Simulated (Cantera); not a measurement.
# Adiabatic ignition

An adiabatic, constant-volume homogeneous reactor starts with H2 : O2 : N2 : H2O = 1 : 0.227 : 0.855 : 0.13 (molar parts), at 1000 K and 4.93 atm.

Detailed kinetics in Cantera: the H2/O2 subset of GRI-Mech 3.0, which has no nitrogen chemistry. The hydrogen kinetics of GRI-Mech 3.0 are dated; newer H2 mechanisms differ, most at raised pressure.

| t (s) | T (K) | P (bar) | x H2 | x O2 | x H2O2 | x O | x H | x H2O | x HO2 |
|---|---|---|---|---|---|---|---|---|---|
| 9.00e-6 | 1000 | 5.00 | 0.452 | 0.103 | 2.51e-11 | 3.30e-12 | 6.26e-11 | 0.0588 | 3.29e-9 |
| 2.55e-5 | 1000 | 5.00 | 0.452 | 0.103 | 2.08e-10 | 3.51e-12 | 6.66e-11 | 0.0588 | 9.50e-9 |
| 7.22e-5 | 1000 | 5.00 | 0.452 | 0.103 | 1.68e-9 | 4.14e-12 | 7.85e-11 | 0.0588 | 2.74e-8 |
| 0.000205 | 1000 | 5.00 | 0.452 | 0.103 | 1.35e-8 | 6.20e-12 | 1.17e-10 | 0.0588 | 8.08e-8 |
| 0.000580 | 1000 | 5.00 | 0.452 | 0.103 | 1.13e-7 | 1.50e-11 | 2.85e-10 | 0.0588 | 2.75e-7 |
| 0.00164 | 1000 | 5.00 | 0.452 | 0.103 | 1.39e-6 | 9.65e-11 | 1.83e-9 | 0.0588 | 1.80e-6 |
| 0.00466 | 1002 | 5.01 | 0.452 | 0.102 | 6.43e-5 | 2.53e-9 | 4.75e-8 | 0.0589 | 2.51e-5 |
| 0.0132 | 2717 | 12.3 | 0.270 | 2.34e-5 | 5.32e-8 | 5.39e-5 | 0.00907 | 0.290 | 8.30e-8 |
| 0.0374 | 2717 | 12.3 | 0.270 | 2.34e-5 | 5.32e-8 | 5.39e-5 | 0.00907 | 0.290 | 8.30e-8 |
| 0.106 | 2717 | 12.3 | 0.270 | 2.34e-5 | 5.32e-8 | 5.39e-5 | 0.00907 | 0.290 | 8.30e-8 |
| 0.300 | 2717 | 12.3 | 0.270 | 2.34e-5 | 5.32e-8 | 5.39e-5 | 0.00907 | 0.290 | 8.30e-8 |
x: mole fraction; the columns are a selection and need not sum to one.

- time of steepest temperature rise = 9.34 ms
- temperature at 0.300 s = 2717 K
- equilibrium temperature = 2717 K
- x(H2) at 0.300 s = 0.270 (gas-phase equilibrium 0.270)
- x(O2) at 0.300 s = 2.34e-5 (gas-phase equilibrium 2.34e-5)
- x(H2O2) at 0.300 s = 5.32e-8 (gas-phase equilibrium 5.32e-8)
